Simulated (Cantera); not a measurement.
Charge: 1 mol Si₃N₄, 0.059 mol CO₂, 710 mol N₂, 1 mol O₂, equilibrated at 1500 K and 0.133 bar.

These are equilibrium values from Cantera (NASA tables, ideal gas, pure condensed phases), not measurements of a reactor. Candidate condensed phases: C, Si, SiC, SiO₂, Si₂N₂O, Si₃N₄; 34 gas species. Mutual solubility and eutectic melting of coexisting phases are not modelled. The tables hold silica as quartz up to 1696 K and as liquid above; real silica turns to tridymite and cristobalite and melts near 1996 K. Rates play no part.

Base state: N₂ 1.000, CO 8.30e-5, SiO 3.27e-5 (mole fractions); condensed: SiO₂(β-quartz) + Si₂N₂O(s).

What changes in the equilibrium state with this change: temperature from 1500 K to 1773.15 K?


```tsv
species	before	after
N₂	1.000	0.998
SiO	3.27e-5	0.00157
CO	8.30e-5	8.28e-5
SiO₂(β-quartz), mol	0.365	0
Si₂N₂O(s), mol	1.31	0.940
```
